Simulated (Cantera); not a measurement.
What does this Cantera script print?

```python
import numpy as np
import cantera as ct

gas = ct.Solution("gri30.yaml")
gas.TPX = 1198, 92000, {'CO': 1, 'H2': 0.34, 'CH4': 1.1, 'O2': 1.91, 'N2': 7.19}
reactor = ct.IdealGasReactor(gas, energy="on", clone=False)
net = ct.ReactorNet([reactor])
net.rtol, net.atol = 1e-08, 1e-16
show = ['CO', 'H2', 'CH4', 'H', 'NO', 'C2H', 'OH']
times = np.geomspace(9e-06, 5, 12)

steps = ct.SolutionArray(gas, extra=["t"])
rows = []
print(f"{'t/s':>10s}{'T/K':>9s}{'P/Pa':>11s}" + "".join(f"{s:>11s}" for s in show))
for t in times:
    while net.time < t:
        t_next = net.step()
        steps.append(gas.state, t=t_next)
    rows.append([np.interp(t, steps.t, y) for y in (steps.T, steps.P, *steps(*show).X.T)])
    print(f"{t:10.3e}{rows[-1][0]:9.1f}{rows[-1][1]:11.4g}" + "".join(f"{x:11.3e}" for x in rows[-1][2:]))
rate = np.gradient(steps.T, steps.t)
print("integrator steps:", len(steps.t))
if steps.T.max() > steps.T[0] + 200:
    print(f"time of steepest temperature rise: {steps.t[rate.argmax()]:.4e} s")
gas.TPX = 1198, 92000, {'CO': 1, 'H2': 0.34, 'CH4': 1.1, 'O2': 1.91, 'N2': 7.19}
gas.equilibrate("UV")
print(f"equilibrium (UV): T = {gas.T:.1f} K  " + "  ".join(f"{s} {gas[s].X[0]:.3e}" for s in show))
```

Output:

```
       t/s      T/K       P/Pa         CO         H2        CH4          H         NO        C2H         OH
 9.000e-06   1198.0    9.2e+04  8.666e-02  2.946e-02  9.532e-02  1.029e-09  1.125e-19  2.601e-31  4.346e-10
 2.996e-05   1198.0    9.2e+04  8.666e-02  2.946e-02  9.532e-02  1.939e-09  5.084e-19  5.846e-30  6.676e-10
 9.971e-05   1198.0    9.2e+04  8.666e-02  2.946e-02  9.532e-02  6.342e-09  2.887e-18  3.904e-28  1.724e-09
 3.319e-04   1198.0    9.2e+04  8.665e-02  2.946e-02  9.532e-02  5.583e-08  6.307e-17  1.840e-24  1.291e-08
 1.105e-03   1200.0  9.214e+04  8.663e-02  2.936e-02  9.502e-02  1.186e-06  6.474e-14  6.085e-18  2.849e-07
 3.677e-03   1226.7  9.413e+04  8.670e-02  2.887e-02  9.185e-02  2.150e-06  1.116e-12  1.010e-14  6.868e-07
 1.224e-02   2833.1  2.274e+05  1.210e-01  4.842e-02  4.343e-13  1.349e-02  3.727e-03  6.832e-17  1.203e-02
 4.074e-02   2833.1  2.274e+05  1.210e-01  4.842e-02  4.343e-13  1.349e-02  3.727e-03  6.832e-17  1.203e-02
 1.356e-01   2833.1  2.274e+05  1.210e-01  4.842e-02  4.343e-13  1.349e-02  3.727e-03  6.832e-17  1.203e-02
 4.513e-01   2833.1  2.274e+05  1.210e-01  4.842e-02  4.343e-13  1.349e-02  3.727e-03  6.832e-17  1.203e-02
 1.502e+00   2833.1  2.274e+05  1.210e-01  4.842e-02  4.343e-13  1.349e-02  3.727e-03  6.832e-17  1.203e-02
 5.000e+00   2833.1  2.274e+05  1.210e-01  4.842e-02  4.343e-13  1.349e-02  3.727e-03  6.832e-17  1.203e-02
integrator steps: 2157
time of steepest temperature rise: 6.1328e-03 s
equilibrium (UV): T = 2833.1 K  CO 1.210e-01  H2 4.842e-02  CH4 5.212e-13  H 1.349e-02  NO 3.727e-03  C2H 7.253e-17  OH 1.203e-02
```

Cantera simulation using GRI-Mech 3.0 (53 species, 325 reactions); the numbers are that mechanism's predictions, not measurements.
